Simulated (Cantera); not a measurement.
## Reactions in the system Ca-F-O-S

Standard-state values (1 bar) from the NASA 1993 polynomials, evaluated with Cantera. Values are per mole of reaction as written; species without (g) are pure solids or liquids, kept so even where they would boil at 1 bar.

2 CaS + 8 F(g) + O2(g) = 2 CaO + 2 SF4(g)

```json
[
 {"T (K)": "950", "ΔH° (kJ)": "-2497.3", "ΔS° (J/K)": "-941.3", "ΔG° (kJ)": "-1603.1", "log10 K": "88.14"},
 {"T (K)": "975", "ΔH° (kJ)": "-2497.3", "ΔS° (J/K)": "-941.3", "ΔG° (kJ)": "-1579.6", "log10 K": "84.62"},
 {"T (K)": "1000", "ΔH° (kJ)": "-2497.3", "ΔS° (J/K)": "-941.2", "ΔG° (kJ)": "-1556.0", "log10 K": "81.28"},
 {"T (K)": "1025", "ΔH° (kJ)": "-2497.2", "ΔS° (J/K)": "-941.2", "ΔG° (kJ)": "-1532.5", "log10 K": "78.10"},
 {"T (K)": "1050", "ΔH° (kJ)": "-2497.1", "ΔS° (J/K)": "-941.1", "ΔG° (kJ)": "-1509.0", "log10 K": "75.07"},
 {"T (K)": "1075", "ΔH° (kJ)": "-2497.1", "ΔS° (J/K)": "-941.0", "ΔG° (kJ)": "-1485.5", "log10 K": "72.18"},
 {"T (K)": "1100", "ΔH° (kJ)": "-2497.0", "ΔS° (J/K)": "-940.9", "ΔG° (kJ)": "-1461.9", "log10 K": "69.42"},
 {"T (K)": "1125", "ΔH° (kJ)": "-2496.9", "ΔS° (J/K)": "-940.9", "ΔG° (kJ)": "-1438.4", "log10 K": "66.79"}
]
```
